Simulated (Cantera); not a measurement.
Mixture: CH4 : C2H6 : C3H8 : O2 : N2 = 1 : 0.041 : 0.05 : 1.2 : 4.5 (molar parts), at 73000 Pa, adiabatic and at constant pressure. Ignition delay is the time to a rise of 400 K.

Model: GRI-Mech 3.0 (53 species, 325 reactions), integrated in Cantera.

Question: What does this change do: pressure from 73000 Pa to 101000 Pa?

Answer: 
```csv
quantity,before,after
delay at 1075 K,0.126 s,97.3 ms
delay at 1275 K,5.06 ms,4.21 ms
delay at 1475 K,0.451 ms,0.370 ms
delay at 1675 K,94.5 µs,74.6 µs
delay at 1875 K,35.2 µs,26.9 µs
apparent activation energy between 1675 and 1875 K,130 kJ/mol,130 kJ/mol
```
